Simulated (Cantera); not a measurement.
Charge: 1 mol C3H8, 0.043 mol O2, 9.6 mol N2, held at 4.50 mbar.

These are equilibrium values from Cantera (NASA tables, ideal gas, pure condensed phases), not measurements of a reactor. Candidate condensed phases: C, C6H6, C7H8, C8H18, H2O; 169 gas species. Ions and electrons are included (thermal ionisation). Kinetics and transport are ignored.

**Question.** What share of the C ends up in condensed phases as a function of T (K), at 2000, 2500, 3000, 3500, 4000, 4500, 5000?

**Answer.** 
| T (K) | C condensed (%) | as |
|---|---|---|
| 2000 | 93.8 | C(graphite) |
| 2500 | 81.2 | C(graphite) |
| 3000 | 0.0 | - |
| 3500 | 0.0 | - |
| 4000 | 0.0 | - |
| 4500 | 0.0 | - |
| 5000 | 0.0 | - |
